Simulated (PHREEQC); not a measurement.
Consider water at 28 °C with 0.15 mol ZnCl2 and 0.018 mol NaBF4 per kg of water. Closed to the air; pH follows from the charge balance.

Model: ion-association model, phreeqc.dat, run in PHREEQC.

Each row changes one thing in this solution. Precipitation was switched off in this run.

```
case                                        pH  ionic strength (mol/kgw)  Cl- (mol/kgw)  Zn+2 (mol/kgw)  ZnCl+ (mol/kgw)  ZnCl2 (mol/kgw)
----------------------------------  ----------  ------------------------  -------------  --------------  ---------------  ---------------
as made                                   2.77                     0.411          0.268           0.122           0.0230          0.00261
ZnCl2 from 0.15 to 0.015 mol/kgw          2.87                    0.0630         0.0294          0.0142         0.000553          1.08e-5
temperature from 28 to 20 °C              2.76                     0.425          0.276           0.129           0.0176          0.00198
NaBF4 from 0.018 to 0.0018 mol/kgw        2.96                     0.394          0.268           0.122           0.0233          0.00267
temperature from 28 to 55 °C              2.82                     0.355          0.237          0.0958           0.0458          0.00510
NaBF4 from 0.018 to 0.009 mol/kgw   (withheld)                     0.402          0.268           0.122       (withheld)          0.00265
temperature from 28 to 50 °C              2.81                     0.366          0.243           0.101       (withheld)          0.00462
NaBF4 left out                            4.90                     0.392          0.268           0.123           0.0234          0.00269
```

### Question
Fill in the missing entries.

### Answer

- NaBF4 from 0.018 to 0.009 mol/kgw, pH: 2.83
- NaBF4 from 0.018 to 0.009 mol/kgw, ZnCl+ (mol/kgw): 0.0232
- temperature from 28 to 50 °C, ZnCl+ (mol/kgw): 0.0413

Constants without temperature data keep their 25 °C values here. Real BF4- forms and hydrolyses slowly; the run takes it at equilibrium.
